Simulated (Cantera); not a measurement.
Silicon carbide growth: SiCl4 + C3H8 + H2

Input: 1 mol SiCl4, 0.22 mol C3H8, 430 mol H2, held at 11000 Pa.

These are equilibrium values from Cantera (NASA tables, ideal gas, pure condensed phases), not measurements of a reactor. Candidate condensed phases: C, C6H6, C7H8, C8H18, Si, SiC; 109 gas species. Mutual solubility and eutectic melting of coexisting phases are not modelled. The tables' values for SiCl, SiCl3 are old estimates; treat these amounts as uncertain. Gases not in the tables: Si2H6 and higher silanes. Kinetics and transport are ignored.

```csv
T (°C),log p H2,log p HCl,log p H,log p SiCl2,log p Si,log p SiH2,log p SiHCl3,n Si(s),n SiC(s),n Si(l)
877,-0.96,-3.03,-7.61,-4.76,-12.70,-9.34,-5.07,0.205,0.659,0
977,-0.96,-3.02,-6.80,-4.67,-11.08,-8.47,-5.80,0.241,0.659,0
1077,-0.96,-3.02,-6.10,-4.62,-9.70,-7.72,-6.45,0.241,0.659,0
1177,-0.96,-3.02,-5.51,-4.58,-8.51,-7.08,-7.02,0.235,0.659,0
1277,-0.96,-3.02,-4.98,-4.55,-7.48,-6.52,-7.51,0.227,0.659,0
1377,-0.96,-3.02,-4.52,-4.53,-6.57,-6.03,-7.95,0.217,0.659,0
1477,-0.96,-3.02,-4.11,-4.55,-5.82,-5.64,-8.37,0,0.659,0.210
1577,-0.96,-3.02,-3.75,-4.61,-5.19,-5.34,-8.78,0,0.658,0.186
1677,-0.96,-3.02,-3.42,-4.66,-4.62,-5.06,-9.16,0,0.656,0.0894
```
log p: log10 of the partial pressure in bar; n: condensed amount in mol.

From 877 °C to 1377 °C the condensed part is Si(s) + SiC(s). From 1477 °C to 1677 °C the condensed part is Si(l) + SiC(s). The main Si-bearing gas is SiCl2 at 877 °C and Si at 1677 °C.
